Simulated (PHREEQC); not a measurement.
Alkaline etch or developer: speciation

Dissolve 4.3 mmol/kgw NH3, 0.22 mmol/kgw CO2 and 17 mmol/kgw K3PO4 at 25 °C. Closed to the air; pH follows from the charge balance.

All values are PHREEQC results (ion-association model, phreeqc.dat), not measurements.

No solid was allowed to form.

Q: Predict the pH, specific conductance, density.

A: pH 11.79; specific conductance 6180 µS/cm; density 1.000 g/cm³.

Q: In which forms is P present?

A: PO4-3 50 %, HPO4-2 48 %, KHPO4- 1.8 % of the P.

Complexes and solids missing from the database can't appear.
